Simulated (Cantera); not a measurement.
# Equilibrium for silicon carbide growth: CH3SiCl3 + CH4 + H2

Charge: 1 mol CH3SiCl3, 0.038 mol CH4, 270 mol H2, at 12.0 mbar.

Method: chemical equilibrium by Gibbs-energy minimisation in Cantera with the NASA 1993 tables (ideal gas, pure condensed phases). Candidate condensed phases: C, C6H6, C7H8, C8H18, Si, SiC; 109 gas species. The feed counts by its element totals alone. The numbers say what is thermodynamically allowed, not how fast it happens.

```tsv
T (°C)	x H2	x HCl	x H	x C2H2 (acetylene)	n C(graphite)	n SiC(s)
1175	0.989	0.0110	8.37e-5	4.70e-6	0.0253	0.999
1225	0.989	0.0110	0.000156	8.71e-6	0.0257	0.999
1275	0.989	0.0110	0.000280	1.55e-5	0.0239	0.999
1325	0.988	0.0110	0.000483	2.66e-5	0.0194	0.999
1375	0.988	0.0110	0.000808	4.42e-5	0.0111	0.998
1425	0.988	0.0110	0.00131	6.70e-5	0	0.998
1475	0.987	0.0109	0.00207	7.18e-5	0	0.996
1525	0.986	0.0109	0.00319	7.88e-5	0	0.993
```
x: gas mole fraction; n: condensed amount in mol.

From 1175 °C to 1375 °C the condensed part is C(graphite) + SiC(s). From 1425 °C to 1525 °C the condensed part is SiC(s). The main Si-bearing gas is SiCl2 throughout.
